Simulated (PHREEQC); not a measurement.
**Reverse-osmosis permeate: speciation**

Model water analysis in mmol/kgw, 20 °C, pH 6.29, pe 9.6:

| constituent | mmol/kgw |
|---|---|
| Na | 0.018 |
| K | 0.00965 |
| Ca | 0.0044 |
| Mg | 0.0418 |
| Cl | 0.00634 |
| S(6) | 0.0116 |
| Alkalinity (meq/kgw) | 0.0918 |
| Sr | 0.000211 |
| B | 0.00267 |
| Pb | 6.68e-05 |
| O(0) (counted as O atoms) | 0.000124 |
| Cu(2) | 0.000175 |

Valence states are taken as typed.

Computed with PHREEQC (ion-association model, phreeqc.dat).

Each row changes one thing in this solution. Precipitation was switched off in this run.

| case | CO2 (mol/kgw) | HCO3- (mol/kgw) | Cu+2 (mol/kgw) | Pb+2 (mol/kgw) | Cu(OH)2 (mol/kgw) | CO3-2 (mol/kgw) | SI of Pb(OH)2 (Pb(OH)2) | SI of Anglesite (PbSO4) |
|---|---|---|---|---|---|---|---|---|
| as made | 0.000112 | 9.22e-5 | 1.49e-7 | 5.42e-8 | 1.11e-8 | 7.92e-9 | -3.04 | -4.44 |
| S(6) from 0.0116 to 0.0058 mmol/kgw | 0.000112 | 9.22e-5 | 1.49e-7 | 5.43e-8 | 1.11e-8 | 7.91e-9 | -3.04 | -4.74 |
| all concentrations times 3 at the same typed pH | 0.000331 | 0.000275 | 3.96e-7 | 1.26e-7 | 2.84e-8 | 2.44e-8 | -2.69 | -3.64 |
| temperature from 20 to 60 °C at the same typed pH | 9.05e-5 | 9.19e-5 | 1.45e-7 | 5.07e-8 | 1.08e-8 | 1.35e-8 | -1.82 | -4.67 |

Constants without temperature data keep their 25 °C values here.
